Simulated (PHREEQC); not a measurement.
A solution holds 18 mmol/kgw NH4HSO4, at 25 °C. Closed to the air; pH follows from the charge balance.

Equilibrium calculation in PHREEQC: ion-association model, wateq4f.dat.

Task: The ionic strength comes out as 0.0393 mol/kgw. What activity coefficients do SO4-2, NH4SO4-, NH4+, HSO4-, H+ get?

Result: SO4-2 0.49, NH4SO4- 0.84, NH4+ 0.84, HSO4- 0.84, H+ 0.86.

This is a speciation only: nothing precipitates in the calculation. Species that the database lacks are ignored.
